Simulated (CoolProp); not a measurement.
R152A along the isobar 29.4 bar: fugacity coefficient from the reference equation and from simpler models built on Tc = 113.3 °C, pc = 45.17 bar, ω = 0.275; each cubic takes its own stable root.

The numbers come from the reference Helmholtz-energy equation of state, Outcalt 1996 in CoolProp. It is a modified Benedict-Webb-Rubin equation, recast in Helmholtz form.

```
T (°C)   phase  reference  van der Waals  Redlich-Kwong  Soave-Redlich-Kwong  Peng-Robinson
------  ------  ---------  -------------  -------------  -------------------  -------------
81.05   liquid          …         0.7594              …               0.6419         0.6230
94.05      gas     0.7199         0.7809              …               0.7424         0.7239
106.95     gas     0.7539         0.7994         0.7741                    …         0.7536
119.95     gas     0.7822         0.8158         0.7958               0.7977              …
132.95     gas     0.8062         0.8304         0.8147               0.8198         0.8015
145.85     gas     0.8268              …         0.8312               0.8391         0.8209
158.85     gas     0.8448         0.8550         0.8460               0.8562         0.8383
171.85     gas     0.8606              …              …               0.8714         0.8538
```

Problem. Some entries are withheld; supply them.

Solution. 
- 81.05, reference: 0.6121
- 81.05, Redlich-Kwong: 0.6920
- 94.05, Redlich-Kwong: 0.7491
- 106.95, Soave-Redlich-Kwong: 0.7721
- 119.95, Peng-Robinson: 0.7792
- 145.85, van der Waals: 0.8433
- 171.85, van der Waals: 0.8656
- 171.85, Redlich-Kwong: 0.8592

At some of these states van der Waals gives the other phase, because its saturation line lies elsewhere.
